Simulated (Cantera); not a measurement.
Charge: 1 mol CH2F2, 1.3 mol HCl, 0.58 mol H2, held at 22.0 mbar.

Method: chemical equilibrium by Gibbs-energy minimisation in Cantera with the NASA 1993 tables (ideal gas, pure condensed phases). Candidate condensed phases: C, C6H6, C7H8, C8H18; 118 gas species. The numbers say what is thermodynamically allowed, not how fast it happens. All values below are at 1800 K.

Base state: HF 0.515, HCl 0.333, H2 0.150, Cl 0.00159, H 0.000934, C2H2 (acetylene) 2.62e-5 (mole fractions); condensed: C(graphite).

**Question.** What changes in the equilibrium state with this change: CH2F2 replaced by c-C4F8?

**Answer.** 
```csv
species,before,after
HF,0.515,0.473
CF4,<1e-9,0.272
Cl,0.00159,0.220
HCl,0.333,0.0132
H2,0.150,1.23e-8
Cl2,5.58e-7,0.0107
CF2,<1e-9,0.00619
CClF3,<1e-9,0.00198
CF3,<1e-9,0.000630
ClF,<1e-9,0.000161
"C(graphite), mol",1.000,2.58
```
The feed counts by its element totals alone. Gases not in the tables: C2F6 and larger saturated fluorocarbons.
